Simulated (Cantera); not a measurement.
A closed system holds: 1 mol Si, 0.52 mol O2, 840 mol H2, held at 800000 Pa.

Equilibrium computed with Cantera from the NASA thermochemical tables; the gas is ideal and each condensed phase is pure. Candidate condensed phases: H2O, Si, SiO2; 18 gas species. Kinetics and transport are ignored. All values below are at 1502 °C.

Base state: H2 0.999, SiO 0.00118, H 0.000102, H2O 5.57e-5 (mole fractions); condensed: gas only.

Problem. What changes in the equilibrium state with this change: pressure from 800000 Pa to 1000 Pa?

Solution. 
| species | before | after |
|---|---|---|
| H2 | 0.999 | 0.996 |
| H | 0.000102 | 0.00289 |
| SiO | 0.00118 | 0.00119 |
| H2O | 5.57e-5 | 4.76e-5 |
